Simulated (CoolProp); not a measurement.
A single-stage vapour-compression cycle with propane: evaporating at 310.15 K (dew point), condensing at 339.15 K (bubble point), superheat 8 K, subcooling 8 K, compressor efficiency 0.85, no pressure losses. Each further row changes one setting.

Values from CoolProp's reference Helmholtz-energy equation of state, Lemmon 2009.

```csv
case,cooling COP,pressure ratio,discharge temperature (K),refrigerating effect (kJ/kg),volumetric capacity (kJ/m³)
as stated,___,1.87,351.3,268,7110
evaporating temperature 315.15 K,9.61,1.67,___,273,8160
condensing temperature 334.15 K,9.62,___,___,284,7520
subcooling 13 K,8.11,1.87,351.3,284,7520
superheat 18 K,7.74,1.87,___,289,7230
compressor efficiency 0.75,6.75,1.87,353.0,268,7110
```

**Question.** Complete the blanks.

**Answer.** 
- as stated, cooling COP: 7.66
- evaporating temperature 315.15 K, discharge temperature (K): 350.6
- condensing temperature 334.15 K, pressure ratio: 1.69
- condensing temperature 334.15 K, discharge temperature (K): 345.6
- superheat 18 K, discharge temperature (K): 360.4
